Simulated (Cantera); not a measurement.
Cantera run:

```python
import numpy as np
import cantera as ct

gas_names = """
    CL CL2 H HCL H2 Si SiCL SiCL2 SiCL3 SiCL4 SiH SiHCL3 SiH2 SiH2CL2 SiH3 SiH3CL SiH4 Si2 Si3
""".split()
cond_names = """
    Si(cr) Si(L)
""".split()


# ... load() reads the species with a 1 bar reference pressure and builds the phases ...
atoms = {
    'Si': {'Si': 1},
    'HCl': {'H': 1, 'CL': 1},
    'H2': {'H': 2},
    'Cl2': {'CL': 2},
}
top_T = {}  # K; cautious upper limits of use, not melting points


# ... equilibrate(T, P, feed) seeds the gas with the atoms and calls Mixture.equilibrate('TP', solver="vcs", rtol=1e-11, max_steps=5000) ...
results = []
feed = {'Si': 1, 'HCl': 3.7, 'H2': 8, 'Cl2': 0.63}  # mol
T = 748  # K
P = 17000  # Pa
mix = equilibrate(T, P, feed)
results.append((T, P, feed, dict(zip(mix.species_names, mix.species_moles))))
print(gas.report(threshold=1e-06))
for i in range(1, mix.n_phases):
    print(f"{mix.phase(i).name:16s} {mix.phase_moles(i):12.5e} mol")
```

Result:

```
       temperature   748 K
          pressure   17000 Pa
           density   0.053988 kg/m^3
  mean mol. weight   19.751 kg/kmol
   phase of matter   gas

                          1 kg             1 kmol
                     ---------------   ---------------
          enthalpy       -2.5476e+06       -5.0318e+07  J
   internal energy       -2.8625e+06       -5.6537e+07  J
           entropy             10393        2.0527e+05  J/K
    Gibbs function       -1.0322e+07       -2.0386e+08  J
 heat capacity c_p            1829.5             36134  J/K
 heat capacity c_v            1408.5             27820  J/K

                      mass frac. Y      mole frac. X     chem. pot. / RT
                     ---------------   ---------------   ---------------
               HCL            0.1571          0.085106           -42.678
                H2          0.084377           0.82663           -18.798
             SiCL4           0.75595          0.087886           -154.28
            SiHCL3         0.0025719        0.00037504            -130.4
     [  +15 minor]        2.1334e-06        3.4256e-07

Si(cr)            0.00000e+00 mol
```

Equilibrium computed with Cantera from the NASA thermochemical tables; the gas is ideal and each condensed phase is pure.
